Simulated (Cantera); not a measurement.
# Thermodynamics of carbothermic reduction, feed MgO + C + CO

A closed system holds: 1 mol MgO, 3.6 mol C, 0.23 mol CO, at 97.5 Torr.

Cantera equilibrium calculation (NASA polynomials, part measured and part estimated; ideal gas, pure solids and liquids). Candidate condensed phases: C, Mg, MgCO3, MgO; 15 gas species. Kinetics and transport are ignored.

From 900 K to 1800 K the condensed part is C(graphite) + MgO(s). At 1950 K the condensed part is C(graphite).

```csv
T (K),x CO,x Mg,x CO2,x Mg2,x MgO,n C(graphite),n MgO(s)
900,0.672,<1e-12,0.328,<1e-12,<1e-12,3.66,1.00
1050,0.974,<1e-12,0.0263,<1e-12,<1e-12,3.61,1.00
1200,0.998,1.32e-10,0.00244,<1e-12,<1e-12,3.60,1.00
1350,1.000,1.37e-7,0.000379,<1e-12,<1e-12,3.60,1.00
1500,1.000,3.46e-5,8.63e-5,<1e-12,<1e-12,3.60,1.000
1650,0.997,0.00313,2.59e-5,2.62e-10,3.70e-11,3.60,0.999
1800,0.846,0.154,6.95e-6,5.09e-7,2.00e-9,3.55,0.949
1950,0.552,0.448,1.29e-6,3.54e-6,4.77e-9,2.60,0
```
x: gas mole fraction; n: condensed amount in mol.
